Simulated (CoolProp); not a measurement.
Vapour pressure (MPa) of propyne: the reference equation beside estimates from Tc = 402.7 K, pc = 5.658 MPa, ω = 0.204. Clausius-Clapeyron is anchored at 317.8 K with a constant enthalpy of vaporisation of 17.46 kJ/mol.

Model: reference Helmholtz-energy equation of state, Polt 1992, in CoolProp. This equation is an older, rougher fit; its heat capacities, sound speeds and derivatives of the liquid may be far off and weren't checked against measurements.

```json
[
 {"T (K)": "314", "reference": "0.8998", "Lee-Kesler": "0.9148", "Clausius-Clapeyron": "0.9162", "van der Waals": "1.924", "Soave-Redlich-Kwong": "0.9179", "Peng-Robinson": "0.9078"},
 {"T (K)": "317.8", "reference": "0.9925", "Lee-Kesler": "1.009", "Clausius-Clapeyron": "0.9925", "van der Waals": "2.036", "Soave-Redlich-Kwong": "1.014", "Peng-Robinson": "1.002"},
 {"T (K)": "321.6", "reference": "1.092", "Lee-Kesler": "1.111", "Clausius-Clapeyron": "1.073", "van der Waals": "2.151", "Soave-Redlich-Kwong": "1.117", "Peng-Robinson": "1.103"},
 {"T (K)": "325.4", "reference": "1.200", "Lee-Kesler": "1.220", "Clausius-Clapeyron": "1.158", "van der Waals": "2.271", "Soave-Redlich-Kwong": "1.227", "Peng-Robinson": "1.212"},
 {"T (K)": "329.2", "reference": "1.315", "Lee-Kesler": "1.336", "Clausius-Clapeyron": "1.248", "van der Waals": "2.395", "Soave-Redlich-Kwong": "1.345", "Peng-Robinson": "1.329"},
 {"T (K)": "333.1", "reference": "1.441", "Lee-Kesler": "1.464", "Clausius-Clapeyron": "1.344", "van der Waals": "2.527", "Soave-Redlich-Kwong": "1.475", "Peng-Robinson": "1.457"},
 {"T (K)": "336.9", "reference": "1.573", "Lee-Kesler": "1.596", "Clausius-Clapeyron": "1.444", "van der Waals": "2.659", "Soave-Redlich-Kwong": "1.611", "Peng-Robinson": "1.590"},
 {"T (K)": "340.7", "reference": "1.714", "Lee-Kesler": "1.738", "Clausius-Clapeyron": "1.548", "van der Waals": "2.796", "Soave-Redlich-Kwong": "1.755", "Peng-Robinson": "1.733"},
 {"T (K)": "344.5", "reference": "1.865", "Lee-Kesler": "1.888", "Clausius-Clapeyron": "1.656", "van der Waals": "2.936", "Soave-Redlich-Kwong": "1.908", "Peng-Robinson": "1.885"},
 {"T (K)": "348.3", "reference": "2.025", "Lee-Kesler": "2.048", "Clausius-Clapeyron": "1.770", "van der Waals": "3.082", "Soave-Redlich-Kwong": "2.071", "Peng-Robinson": "2.046"},
 {"T (K)": "352.2", "reference": "2.200", "Lee-Kesler": "2.222", "Clausius-Clapeyron": "1.893", "van der Waals": "3.235", "Soave-Redlich-Kwong": "2.248", "Peng-Robinson": "2.222"},
 {"T (K)": "356", "reference": "2.381", "Lee-Kesler": "2.401", "Clausius-Clapeyron": "2.017", "van der Waals": "3.389", "Soave-Redlich-Kwong": "2.431", "Peng-Robinson": "2.404"},
 {"T (K)": "359.8", "reference": "2.573", "Lee-Kesler": "2.592", "Clausius-Clapeyron": "2.147", "van der Waals": "3.548", "Soave-Redlich-Kwong": "2.625", "Peng-Robinson": "2.597"}
]
```

Absolute difference from the reference over all 13 rows, mean and median: Lee-Kesler 1.4 and 1.5 %, Clausius-Clapeyron 8.2 and 8.2 %, van der Waals 71.7 and 69.0 %, Soave-Redlich-Kwong 2.2 and 2.3 %, Peng-Robinson 1.0 and 1.0 %.
